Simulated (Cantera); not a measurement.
Si + HCl + H2 (chlorosilane synthesis and conversion)

A closed system holds: 1 mol Si, 0.88 mol HCl, 6.9 mol H2, equilibrated at 1400 K and 260000 Pa.

Cantera equilibrium calculation (NASA polynomials, part measured and part estimated; ideal gas, pure solids and liquids). Candidate condensed phases: Si; 19 gas species. The tables' values for SiCl3 are old estimates; treat these amounts as uncertain. The numbers say what is thermodynamically allowed, not how fast it happens.

```yaml
x(H2): 0.928
x(HCl): 0.0480
x(SiCl2): 0.00734
x(SiHCl3): 0.00681
x(SiCl4): 0.00498
x(SiCl3): 0.00293
x(SiH2Cl2): 0.00140
x(SiH3Cl): 8.30e-5
x(H): 2.91e-6
n(Si(s)): 0.819 mol
gas_amount: 7.667 mol
```
